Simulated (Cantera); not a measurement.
# Thermodynamics of boron, boron nitride and boron oxide, feed B2H6 + NH3 + N2 + O2

A closed system holds: 1 mol B2H6, 11 mol NH3, 0.26 mol N2, a varied amount of O2, at 1223.15 K and 0.133 bar.

These are equilibrium values from Cantera (NASA tables, ideal gas, pure condensed phases), not measurements of a reactor. Candidate condensed phases: B, BN, B2O3, B3O3H3, H2O; 39 gas species. The feed counts by its element totals alone. Mutual solubility and eutectic melting of coexisting phases are not modelled. Gases not in the tables: H3BO3. Kinetics and transport are ignored.

From 0.37 mol O2 to 1.3 mol O2 the condensed part is BN(s) + B2O3(l). From 1.6 mol O2 to 2.7 mol O2 the condensed part is B2O3(l).

| n(O2) (mol) | x H2 | x N2 | x H2O | x HBO2 | n BN(s) | n B2O3(l) |
|---|---|---|---|---|---|---|
| 0.37 | 0.794 | 0.204 | 0.00211 | 0.000144 | 1.54 | 0.227 |
| 0.47 | 0.792 | 0.206 | 0.00211 | 0.000144 | 1.41 | 0.294 |
| 0.6 | 0.789 | 0.209 | 0.00211 | 0.000145 | 1.24 | 0.380 |
| 0.77 | 0.785 | 0.212 | 0.00211 | 0.000145 | 1.01 | 0.493 |
| 0.99 | 0.781 | 0.217 | 0.00211 | 0.000145 | 0.716 | 0.640 |
| 1.3 | 0.774 | 0.223 | 0.00212 | 0.000145 | 0.303 | 0.846 |
| 1.6 | 0.764 | 0.228 | 0.00777 | 0.000277 | 0 | 0.996 |
| 2.1 | 0.724 | 0.228 | 0.0471 | 0.000683 | 0 | 0.990 |
| 2.7 | 0.677 | 0.228 | 0.0943 | 0.000966 | 0 | 0.983 |
x: gas mole fraction; n: condensed amount in mol.
